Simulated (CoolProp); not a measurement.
Vapour-liquid equilibrium of hydrogen sulfide (1) + n-hexane (2) at 49.25 °C; x and y are mole fractions of (1).

Values from CoolProp's multi-fluid Helmholtz-energy mixture model, Lemmon 2006 and Thol 2019; pair parameters Kunz 2012.

| x | bubble pressure, mixture model (bar) | bubble pressure, Raoult's law (bar) | y, mixture model | y, Raoult's law |
|---|---|---|---|---|
| 0.05 | 2.428 | 2.248 | 0.781 | 0.778 |
| 0.2 | 8.556 | 7.414 | 0.937 | 0.943 |
| 0.35 | 13.79 | 12.58 | 0.961 | 0.973 |
| 0.5 | 18.14 | 17.75 | 0.972 | 0.985 |
| 0.65 | 22.38 | 22.91 | 0.979 | 0.992 |
| 0.8 | 27.13 | 28.08 | 0.987 | 0.996 |
| 0.95 | 32.75 | 33.24 | 0.996 | 0.999 |

The largest gap from Raoult's law is +15.4 % in bubble pressure, at x = 0.2. No azeotrope shows between x = 0.05 and 0.95.

Pair parameters are fitted to limited data, so mixtures are less certain than the pure fluids. The gap from Raoult's law changes sign with composition, which may be real or a fault of the pair parameters; it wasn't checked against measurements.
